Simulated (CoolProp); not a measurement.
Saturated liquid density (kg/m³) of the fluoroketone C6F12O (FK-5-1-12): the reference equation beside estimates from Tc = 441.8 K, pc = 18.69 bar, ω = 0.471.

Computed with CoolProp (reference Helmholtz-energy equation of state, McLinden 2015).

```
T (K)  reference  van der Waals  Redlich-Kwong
-----  ---------  -------------  -------------
283.6       1645          962.0              …
292.2       1620              …           1383
300.7          …          933.1           1358
309.3       1568              …           1331
317.9       1541          901.9           1302
326.5       1513          885.4           1273
335.1       1484              …           1242
343.7       1454          850.2           1210
352.3       1422              …           1176
```

**Question.** Fill in the missing entries.

**Answer.** 
- 283.6, Redlich-Kwong: 1408
- 292.2, van der Waals: 947.7
- 300.7, reference: 1595
- 309.3, van der Waals: 917.8
- 335.1, van der Waals: 868.2
- 352.3, van der Waals: 831.3

Absolute difference from the reference over all 9 rows, mean and median: van der Waals 41.5 and 41.5 %, Redlich-Kwong 15.6 and 15.5 %.
